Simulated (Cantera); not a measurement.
**Equilibrium for chlorosilane synthesis and conversion: Si + Cl₂ + H₂**

Feed: 1 mol Si, 0.63 mol Cl₂, 2.5 mol H₂, held at 0.220 bar.

These are equilibrium values from Cantera (NASA tables, ideal gas, pure condensed phases), not measurements of a reactor. Candidate condensed phases: Si; 19 gas species. The tables' values for SiCl₃ are old estimates; treat these amounts as uncertain. Rates play no part.

From 900 K to 1100 K the condensed part is Si(s). The main Si-bearing gas is SiCl₄ throughout. The share of Si in condensed phases is highest at 1100 K (67.9 %) and lowest at 900 K (66.3 %).

```csv
T (K),x H₂,x SiCl₄,x SiHCl₃,x HCl,n Si(s)
900,0.873,0.0847,0.0341,0.00616,0.663
925,0.872,0.0844,0.0337,0.00794,0.665
950,0.871,0.0839,0.0332,0.0101,0.666
975,0.869,0.0833,0.0327,0.0127,0.668
1000,0.867,0.0825,0.0321,0.0157,0.670
1025,0.864,0.0814,0.0315,0.0192,0.672
1050,0.861,0.0801,0.0309,0.0232,0.674
1075,0.857,0.0786,0.0301,0.0278,0.677
1100,0.853,0.0766,0.0293,0.0329,0.679
```
x: gas mole fraction; n: condensed amount in mol.
